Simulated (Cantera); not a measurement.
Dilute partial oxidation

An isothermal, constant-pressure homogeneous reactor starts with CH₄ : O₂ : N₂ = 0.0067 : 0.024 : 1 (molar parts), equivalence ratio 0.56, at 1550 K and 1.00 bar.

Computed with Cantera and GRI-Mech 3.0 (53 species, 325 reactions).

```tsv
t (s)	x CH₄	x O₂	x HCO	x C₂H₄	x N₂O
0.000300	0.00649	0.0233	9.08e-12	8.43e-9	4.25e-11
0.00145	0.00641	0.0232	1.22e-9	2.43e-6	4.50e-10
0.00702	<1e-12	0.0103	2.38e-11	<1e-12	3.92e-7
0.0340	<1e-12	0.0103	<1e-12	<1e-12	3.27e-7
0.164	<1e-12	0.0103	<1e-12	<1e-12	3.46e-8
0.795	<1e-12	0.0103	<1e-12	<1e-12	2.56e-8
3.85	<1e-12	0.0103	<1e-12	<1e-12	2.56e-8
18.6	<1e-12	0.0103	<1e-12	<1e-12	2.56e-8
90.0	<1e-12	0.0103	<1e-12	<1e-12	2.56e-8
```
x: mole fraction; the columns are a selection and need not sum to one.

Equilibrium at this temperature and pressure: CH₄ <1e-12, O₂ 0.0101, HCO <1e-12, C₂H₄ <1e-12, N₂O 2.54e-8 (gas phase only).
